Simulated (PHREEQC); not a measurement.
A PHREEQC speciation (ion-association model, phreeqc.dat) at 45 °C gives pH 6.50 and these molalities:

```json
[
 {"species": "MgSO4", "mol/kgw": "0.0408"},
 {"species": "Mg+2", "mol/kgw": "0.0292"},
 {"species": "SO4-2", "mol/kgw": "0.0292"}
]
```

Task: What are the element totals, and what could have been dissolved in 1 kg of water to give them?

Result: Several could match; the one computed here: totals Mg 0.0700, S(6) 0.0700 mol/kgw, from 0.07 mol MgSO4 per kg of water.

This is a speciation only: nothing precipitates in the calculation. Constants without temperature data keep their 25 °C values here.
